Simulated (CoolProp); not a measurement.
Model: reference Helmholtz-energy equation of state, Zhou 2014, in CoolProp.

Problem. For cyclohexane, give the phase and the density (kg/m³), cp (kJ/(kg K)), cv (kJ/(kg K)) at 320.5 K and 57.4 bar.

Solution. 
- 320.5 K and 57.4 bar: liquid; density 758, cp 1.95, cv 1.45
